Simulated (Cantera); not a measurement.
# Carbothermic reduction: Fe3O4 + C + H2

Input: 1 mol Fe3O4, 5.6 mol C, 12 mol H2, equilibrated at 0.133 bar.

Method: chemical equilibrium by Gibbs-energy minimisation in Cantera with the NASA 1993 tables (ideal gas, pure condensed phases). Candidate condensed phases: C, C6H6, C7H8, C8H18, Fe, Fe(CO)5, FeO, Fe(OH)2, Fe(OH)3, Fe2O3, Fe3O4, H2O; 114 gas species. Iron dissolves carbon and melts from about 1420 K in contact with it, which pure phases cannot show. Condensed phases not in the tables: cementite and carbon dissolved in iron. Equilibrium is a limit: real reactors are often held back by kinetics, nucleation or transport.

```csv
T (K),x H2,x CO,x Fe,x H,x C2H2 (acetylene),n C(graphite),n Fe(γ),n Fe(δ),n Fe(l)
1475,0.750,0.250,6.55e-7,3.08e-5,5.00e-6,1.60,3.00,0,0
1550,0.750,0.250,3.14e-6,7.47e-5,1.20e-5,1.60,3.00,0,0
1625,0.750,0.250,1.30e-5,0.000167,2.67e-5,1.60,3.00,0,0
1700,0.749,0.250,4.72e-5,0.000349,5.50e-5,1.60,0,3.00,0
1775,0.749,0.250,0.000153,0.000686,0.000107,1.60,0,3.00,0
1850,0.748,0.250,0.000439,0.00128,0.000196,1.59,0,0,2.99
1925,0.747,0.249,0.00114,0.00226,0.000342,1.59,0,0,2.98
2000,0.744,0.249,0.00274,0.00384,0.000572,1.58,0,0,2.96
2075,0.739,0.248,0.00615,0.00627,0.000917,1.57,0,0,2.90
2150,0.730,0.246,0.0130,0.00987,0.00141,1.55,0,0,2.79
2225,0.715,0.242,0.0261,0.0150,0.00210,1.53,0,0,2.57
2300,0.690,0.235,0.0499,0.0220,0.00298,1.50,0,0,2.15
2375,0.650,0.223,0.0913,0.0311,0.00404,1.45,0,0,1.36
```
x: gas mole fraction; n: condensed amount in mol.

From 1475 K to 1625 K the condensed part is C(graphite) + Fe(γ). From 1700 K to 1775 K the condensed part is C(graphite) + Fe(δ). From 1850 K to 2375 K the condensed part is C(graphite) + Fe(l). The main Fe-bearing gas is Fe throughout.
